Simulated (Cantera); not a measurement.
## Moist CO burnout

A perfectly stirred reactor is fed with CO : O₂ : H₂O : N₂ = 0.013 : 0.077 : 0.089 : 1 (molar parts), equivalence ratio 0.084, at 9.87 atm; it is held at 850 K, and followed from long to short residence time.

Computed with Cantera and GRI-Mech 3.0 (53 species, 325 reactions).

```json
[
 {"τ (s)": "4.9", "x CO": "0.0105", "x O₂": "0.0650", "x H₂O": "0.0755", "x H₂O₂": "4.96e-7", "x H₂": "1.12e-7", "x NO": "<1e-12"},
 {"τ (s)": "1.5", "x CO": "0.0109", "x O₂": "0.0653", "x H₂O": "0.0755", "x H₂O₂": "1.61e-7", "x H₂": "1.91e-8", "x NO": "<1e-12"},
 {"τ (s)": "0.48", "x CO": "0.0110", "x O₂": "0.0653", "x H₂O": "0.0755", "x H₂O₂": "2.44e-8", "x H₂": "2.21e-9", "x NO": "<1e-12"},
 {"τ (s)": "0.15", "x CO": "0.0110", "x O₂": "0.0653", "x H₂O": "0.0755", "x H₂O₂": "2.17e-9", "x H₂": "2.18e-10", "x NO": "<1e-12"},
 {"τ (s)": "0.047", "x CO": "0.0110", "x O₂": "0.0653", "x H₂O": "0.0755", "x H₂O₂": "1.39e-10", "x H₂": "2.20e-11", "x NO": "<1e-12"},
 {"τ (s)": "0.015", "x CO": "0.0110", "x O₂": "0.0653", "x H₂O": "0.0755", "x H₂O₂": "8.45e-12", "x H₂": "2.60e-12", "x NO": "<1e-12"},
 {"τ (s)": "0.0045", "x CO": "0.0110", "x O₂": "0.0653", "x H₂O": "0.0755", "x H₂O₂": "<1e-12", "x H₂": "<1e-12", "x NO": "<1e-12"},
 {"τ (s)": "0.0014", "x CO": "0.0110", "x O₂": "0.0653", "x H₂O": "0.0755", "x H₂O₂": "<1e-12", "x H₂": "<1e-12", "x NO": "<1e-12"},
 {"τ (s)": "0.00044", "x CO": "0.0110", "x O₂": "0.0653", "x H₂O": "0.0755", "x H₂O₂": "<1e-12", "x H₂": "<1e-12", "x NO": "<1e-12"}
]
```
x: mole fraction; the columns are a selection and need not sum to one.
